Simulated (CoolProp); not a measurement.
Normal hydrogen at 402.45 K and 0.537 MPa is compressed adiabatically to 1.57 MPa with isentropic efficiency 0.6. Each further row changes one setting.

Values from CoolProp's reference Helmholtz-energy equation of state, Leachman 2009.

```json
[
 {"case": "as stated", "work (kJ/kg)": "…", "final temperature (K)": "…", "final density (kg/m³)": "0.590"},
 {"case": "efficiency 1", "work (kJ/kg)": "…", "final temperature (K)": "…", "final density (kg/m³)": "…"},
 {"case": "efficiency 0.65", "work (kJ/kg)": "3220", "final temperature (K)": "…", "final density (kg/m³)": "…"}
]
```

### Question
Complete the blanks.

### Answer

- as stated, work (kJ/kg): 3480
- as stated, final temperature (K): 641.8
- efficiency 1, work (kJ/kg): 2090
- efficiency 1, final temperature (K): 546.0
- efficiency 1, final density (kg/m³): 0.693
- efficiency 0.65, final temperature (K): 623.4
- efficiency 0.65, final density (kg/m³): 0.608
